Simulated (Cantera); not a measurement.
What does this Cantera script print?

```python
import numpy as np
import cantera as ct

gas_names = """
    Fe FeO Fe(OH)2 H HO2 H2 H2O H2O2 H2S H2SO4 O OH O2 O3 S SH SO SO2 SO3 S2 S2O S8
""".split()
cond_names = """
    Fe(a) Fe(c) Fe(d) Fe(L) FeO(s) FeO(L) Fe(OH)2(s) Fe(OH)3(s) FeS(a) FeS(b) FeS(c) FeS(L) FeSO4(s)
    FeS2(s) Fe2O3(s) Fe2S3O12(s) Fe3O4(s) H2O(s) H2O(L) H2SO4(L) S(cr1) S(cr2) S(L)
""".split()


# ... load() reads the species with a 1 bar reference pressure and builds the phases ...
atoms = {
    'FeS2': {'Fe': 1, 'S': 2},
    'H2': {'H': 2},
    'H2O': {'H': 2, 'O': 1},
}
top_T = {'FeSO4(s)': 950, 'FeS2(s)': 1010, 'Fe2O3(s)': 1830, 'Fe2S3O12(s)': 1100, 'Fe3O4(s)': 1870}  # K; cautious upper limits of use, not melting points


# ... equilibrate(T, P, feed) seeds the gas with the atoms and calls Mixture.equilibrate('TP', solver="vcs", rtol=1e-11, max_steps=5000) ...
results = []
feed = {'FeS2': 1, 'H2': 0.87, 'H2O': 0.51}  # mol
T = 1023  # K
P = 10000  # Pa
mix = equilibrate(T, P, feed)
results.append((T, P, feed, dict(zip(mix.species_names, mix.species_moles))))
print(gas.report(threshold=0.0001))
for i in range(1, mix.n_phases):
    print(f"{mix.phase(i).name:16s} {mix.phase_moles(i):12.5e} mol")
```

It prints:

```
       temperature   1023 K
          pressure   10000 Pa
           density   0.033975 kg/m^3
  mean mol. weight   28.898 kg/kmol
   phase of matter   gas

                          1 kg             1 kmol
                     ---------------   ---------------
          enthalpy       -1.9615e+06       -5.6684e+07  J
   internal energy       -2.2559e+06        -6.519e+07  J
           entropy            9380.4        2.7107e+05  J/K
    Gibbs function       -1.1558e+07       -3.3399e+08  J
 heat capacity c_p            1488.8             43023  J/K
 heat capacity c_v            1201.1             34709  J/K

                      mass frac. Y      mole frac. X     chem. pot. / RT
                     ---------------   ---------------   ---------------
                H2         0.0040665           0.05829           -22.707
               H2O           0.21313           0.34188           -56.743
               H2S           0.62165           0.52718           -32.444
               SO2        0.00083976        0.00037883           -77.808
                S2              0.16          0.072109           -19.474
     [  +17 minor]        0.00032062        0.00015449

Fe(a)             0.00000e+00 mol
FeO(s)            0.00000e+00 mol
Fe(OH)2(s)        0.00000e+00 mol
Fe(OH)3(s)        0.00000e+00 mol
FeS(c)            1.00000e+00 mol
Fe2O3(s)          0.00000e+00 mol
Fe2S3O12(s)       0.00000e+00 mol
Fe3O4(s)          0.00000e+00 mol
S(L)              0.00000e+00 mol
```

Equilibrium computed with Cantera from the NASA thermochemical tables; the gas is ideal and each condensed phase is pure. FeS: taken at fixed stoichiometry. Gases not in the tables: S3 to S7.
